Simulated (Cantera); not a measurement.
Input (Python, Cantera) and output of one run.

```python
import numpy as np
import cantera as ct

gas_names = """
    C CN CO CO2 C2 CCN CNC C2N2 C2O C3 C3O2 C4 C4N2 C5 N NCO NO NO2 NO3 N2 N2O O O2 O3 Si SiC SiC2 SiN
    SiO SiO2 Si2 Si2C Si2N Si3
""".split()
cond_names = """
    C(gr) Si(cr) Si(L) SiC(b) SiO2(Lqz) SiO2(hqz) SiO2(L) Si2N2O(s) Si3N4(a)
""".split()


# ... load() reads the species with a 1 bar reference pressure and builds the phases ...
atoms = {
    'SiC': {'Si': 1, 'C': 1},
    'O2': {'O': 2},
    'N2': {'N': 2},
}
top_T = {'C(gr)': 4500, 'SiC(b)': 3050, 'Si2N2O(s)': 2100, 'Si3N4(a)': 2400}  # K; cautious upper limits of use, not melting points


# ... equilibrate(T, P, feed) seeds the gas with the atoms and calls Mixture.equilibrate('TP', solver="vcs", rtol=1e-11, max_steps=5000) ...
results = []
feed = {'SiC': 1, 'O2': 0.044, 'N2': 6.5}  # mol
P = 3.6  # Pa
for T in [973, 1073, 1173, 1273, 1373, 1473, 1573, 1673, 1773, 1873, 1973, 2073, 2173, 2273]:
    mix = equilibrate(T, P, feed)
    results.append((T, P, feed, dict(zip(mix.species_names, mix.species_moles))))
    x = sorted(zip(gas.X, gas.species_names), reverse=True)
    print(f"T = {T:g} K  P = {P:g} Pa  gas = {mix.phase_moles(0):.4g} mol")
    print("   x: " + "  ".join(f"{s} {v:.3e}" for v, s in x if v > 0.001))
    print("   condensed (mol): " + ("  ".join(f"{mix.phase(i).name} {mix.phase_moles(i):.4g}"
          for i in range(1, mix.n_phases) if mix.phase_moles(i) > 1e-12) or "none"))
```

Result:

```
T = 973 K  P = 3.6 Pa  gas = 5.863 mol
   x: N2 1.000e+00
   condensed (mol): C(gr) 1  Si2N2O(s) 0.088  Si3N4(a) 0.2747
T = 1073 K  P = 3.6 Pa  gas = 5.863 mol
   x: N2 1.000e+00
   condensed (mol): C(gr) 1  Si2N2O(s) 0.08799  Si3N4(a) 0.2747
T = 1173 K  P = 3.6 Pa  gas = 6.42 mol
   x: N2 9.994e-01
   condensed (mol): C(gr) 0.1642  SiC(b) 0.8318  Si2N2O(s) 0.08407
T = 1273 K  P = 3.6 Pa  gas = 6.53 mol
   x: N2 9.910e-01  CO 8.972e-03
   condensed (mol): SiC(b) 0.9414  Si2N2O(s) 0.02917
T = 1373 K  P = 3.6 Pa  gas = 6.541 mol
   x: N2 9.901e-01  CO 8.511e-03  SiO 1.372e-03
   condensed (mol): SiC(b) 0.9443  Si2N2O(s) 0.02335
T = 1473 K  P = 3.6 Pa  gas = 6.588 mol
   x: N2 9.866e-01  CO 6.691e-03  SiO 6.667e-03
   condensed (mol): SiC(b) 0.9559
T = 1573 K  P = 3.6 Pa  gas = 6.59 mol
   x: N2 9.864e-01  CO 6.818e-03  SiO 6.536e-03
   condensed (mol): SiC(b) 0.9551
T = 1673 K  P = 3.6 Pa  gas = 6.602 mol
   x: N2 9.845e-01  CO 7.753e-03  SiO 5.576e-03  Si 2.149e-03
   condensed (mol): SiC(b) 0.9487
T = 1773 K  P = 3.6 Pa  gas = 6.644 mol
   x: N2 9.783e-01  CO 1.083e-02  Si 8.290e-03  SiO 2.417e-03
   condensed (mol): SiC(b) 0.9275
T = 1873 K  P = 3.6 Pa  gas = 6.675 mol
   x: N2 9.738e-01  CO 1.297e-02  Si 1.265e-02
   condensed (mol): SiC(b) 0.9105
T = 1973 K  P = 3.6 Pa  gas = 6.907 mol
   x: N2 9.410e-01  Si 4.343e-02  CO 1.263e-02  SiC2 1.582e-03  Si2C 1.060e-03
   condensed (mol): C(gr) 0.2103  SiC(b) 0.6728
T = 2073 K  P = 3.6 Pa  gas = 7.567 mol
   x: N2 8.588e-01  Si 1.196e-01  CO 1.155e-02  SiC2 6.868e-03  Si2C 2.676e-03
   condensed (mol): C(gr) 0.7865
T = 2173 K  P = 3.6 Pa  gas = 7.583 mol
   x: N2 8.568e-01  Si 1.194e-01  CO 1.158e-02  SiC2 1.034e-02
   condensed (mol): C(gr) 0.7414
T = 2273 K  P = 3.6 Pa  gas = 7.596 mol
   x: N2 8.547e-01  Si 1.162e-01  SiC2 1.459e-02  CO 1.158e-02  CN 1.991e-03
   condensed (mol): C(gr) 0.6642
```

Method: chemical equilibrium by Gibbs-energy minimisation in Cantera with the NASA 1993 tables (ideal gas, pure condensed phases). N2 is the only nitrogen source here; it is nearly inert below about 1500 K, so the nitride shown seldom forms there in practice. Mutual solubility and eutectic melting of coexisting phases are not modelled. The tables' values for SiN are old estimates; treat these amounts as uncertain.
